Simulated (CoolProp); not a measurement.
Model: reference Helmholtz-energy equation of state, Lemmon 2006, in CoolProp. It is a short technical equation, of lower accuracy than the large ones.

For n-decane, give the phase and the density (kg/m³), cp (kJ/(kg K)), speed of sound (m/s), Joule-Thomson coefficient (K/MPa) at 526.3 K and 1.01 bar.


- 526.3 K and 1.01 bar: gas; density 3.39, cp 2.63, speed of sound 172, Joule-Thomson coefficient 15.1
